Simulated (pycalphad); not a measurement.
CALPHAD calculation (pycalphad, COST 507 light-alloy database (1999)), 1 atm. The database dates from 1999; later assessments differ in places, in temperatures and in the compounds included. Kinetics are ignored, which matters at the lower temperatures.

Which phases does Si-47 at.% Y hold at 695 K, with what compositions and amounts?

SI5Y3_R with 37.5 at.% Y and SIY with 50.0 at.% Y. The lever rule gives (47 − 37.5)/(50.0 − 37.5) = 0.76 of SIY and 0.24 of SI5Y3_R.

Which phases does Si-14 at.% Y hold at 988 K, with what compositions and amounts?

diamond (Si) with none at.% Y and SI2Y_R with 33.3 at.% Y. The lever rule gives (14 − 0.0)/(33.3 − 0.0) = 0.42 of SI2Y_R and 0.58 of diamond (Si).

Which phases does Si-86 at.% Y hold at 1150 K, with what compositions and amounts?

SI3Y5 with 62.5 at.% Y and hcp with >99.99 at.% Y. The lever rule gives (86 − 62.5)/(100.0 − 62.5) = 0.63 of hcp and 0.37 of SI3Y5.

Which phases does Si-12 at.% Y hold at 922 K, with what compositions and amounts?

diamond (Si) with none at.% Y and SI2Y_R with 33.3 at.% Y. The lever rule gives (12 − 0.0)/(33.3 − 0.0) = 0.36 of SI2Y_R and 0.64 of diamond (Si).

Database names, with the compositions (at.%) that they take in these runs: SI3Y5: Y 62 Si 38; SIY: Si 50 Y 50; SI2Y_R: Si 67 Y 33; SI5Y3_R: Si 62 Y 38. An entry "none" or "no" means that the model of the phase leaves that element out.
